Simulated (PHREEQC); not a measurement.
A solution holds 0.175 mol/kgw NH4BF4, at 55 °C. Closed to the air; pH follows from the charge balance.

All values are PHREEQC results (ion-association model, wateq4f.dat), not measurements.

No solid was allowed to form.

### Question
Order these B species by the share of B that they hold, largest first: BF2(OH)2-, H3BO3, BF4-, BF3OH-.

### Answer
BF4- (93 %), BF3OH- (4.4 %), BF2(OH)2- (1.2 %), H3BO3 (0.95 %)

The pH is 2.71 and the ionic strength 0.177 mol/kgw. Constants without temperature data keep their 25 °C values here. Real BF4- forms and hydrolyses slowly; the run takes it at equilibrium.
